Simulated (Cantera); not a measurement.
An adiabatic, constant-pressure homogeneous reactor starts with H2 : O2 : N2 = 1 : 0.926 : 3.48 (molar parts), equivalence ratio 0.54, at 1200 K and 22.0 bar. Integrator tolerance rtol = 1e-08.

Cantera simulation using the H2/O2 subset of GRI-Mech 3.0, which has no nitrogen chemistry; the numbers are that mechanism's predictions, not measurements. The hydrogen kinetics of GRI-Mech 3.0 are dated; newer H2 mechanisms differ, most at raised pressure. The pressure lies above the range GRI-Mech 3.0 was tuned for (to about 10 atm).

Problem. What does this change do: pressure from 22.0 bar to 5.00 bar?

Solution. 
```tsv
quantity	before	after
time of steepest temperature rise	0.150 ms	16.3 µs
temperature at 0.900 s	2473 K	2453 K
equilibrium temperature	2473 K	2453 K
x(H2) at 0.900 s	0.000764 (gas-phase equilibrium 0.000764)	0.00144 (gas-phase equilibrium 0.00144)
x(O2) at 0.900 s	0.0849 (gas-phase equilibrium 0.0849)	0.0842 (gas-phase equilibrium 0.0842)
x(OH) at 0.900 s	0.00691 (gas-phase equilibrium 0.00691)	0.00931 (gas-phase equilibrium 0.00931)
x(H) at 0.900 s	0.000132 (gas-phase equilibrium 0.000132)	0.000348 (gas-phase equilibrium 0.000348)
x(H2O2) at 0.900 s	1.81e-6 (gas-phase equilibrium 1.81e-6)	8.11e-7 (gas-phase equilibrium 8.11e-7)
x(H2O) at 0.900 s	0.199 (gas-phase equilibrium 0.199)	0.197 (gas-phase equilibrium 0.197)
```
